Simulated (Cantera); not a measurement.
## Transport properties of process gases

Gas mixture: C2H6 = 0.56 (molar parts), at 3.45 Torr, frozen composition.

Cantera's kinetic-theory transport with the Lennard-Jones parameters of GRI-Mech 3.0, ideal gas; thermal conductivity in the multicomponent form. The composition is frozen, though it would react at the higher temperatures.

```json
[
 {"T (K)": "400", "ρ (kg/m³)": "0.00416", "cp (J/kg/K)": "2167", "μ (µPa s)": "12.3", "λ (mW/m/K)": "35.5", "Pr": "0.752", "D (cm²/s) NO": "54.2", "D (cm²/s) H": "311", "D (cm²/s) N2": "55.1"},
 {"T (K)": "650", "ρ (kg/m³)": "0.00256", "cp (J/kg/K)": "3147", "μ (µPa s)": "18.6", "λ (mW/m/K)": "77.7", "Pr": "0.753", "D (cm²/s) NO": "127", "D (cm²/s) H": "740", "D (cm²/s) N2": "129"},
 {"T (K)": "900", "ρ (kg/m³)": "0.00185", "cp (J/kg/K)": "3837", "μ (µPa s)": "23.8", "λ (mW/m/K)": "122", "Pr": "0.752", "D (cm²/s) NO": "222", "D (cm²/s) H": "1300", "D (cm²/s) N2": "226"},
 {"T (K)": "1150", "ρ (kg/m³)": "0.00145", "cp (J/kg/K)": "4365", "μ (µPa s)": "28.4", "λ (mW/m/K)": "165", "Pr": "0.750", "D (cm²/s) NO": "335", "D (cm²/s) H": "1970", "D (cm²/s) N2": "341"},
 {"T (K)": "1400", "ρ (kg/m³)": "0.00119", "cp (J/kg/K)": "4736", "μ (µPa s)": "32.6", "λ (mW/m/K)": "206", "Pr": "0.748", "D (cm²/s) NO": "466", "D (cm²/s) H": "2750", "D (cm²/s) N2": "474"},
 {"T (K)": "1650", "ρ (kg/m³)": "0.00101", "cp (J/kg/K)": "5004", "μ (µPa s)": "36.4", "λ (mW/m/K)": "244", "Pr": "0.747", "D (cm²/s) NO": "613", "D (cm²/s) H": "3620", "D (cm²/s) N2": "624"},
 {"T (K)": "1900", "ρ (kg/m³)": "0.000876", "cp (J/kg/K)": "5196", "μ (µPa s)": "40.0", "λ (mW/m/K)": "279", "Pr": "0.745", "D (cm²/s) NO": "775", "D (cm²/s) H": "4580", "D (cm²/s) N2": "789"},
 {"T (K)": "2150", "ρ (kg/m³)": "0.000774", "cp (J/kg/K)": "5336", "μ (µPa s)": "43.4", "λ (mW/m/K)": "311", "Pr": "0.744", "D (cm²/s) NO": "952", "D (cm²/s) H": "5630", "D (cm²/s) N2": "969"}
]
```
D: mixture-averaged diffusion coefficient of that species in the mixture.
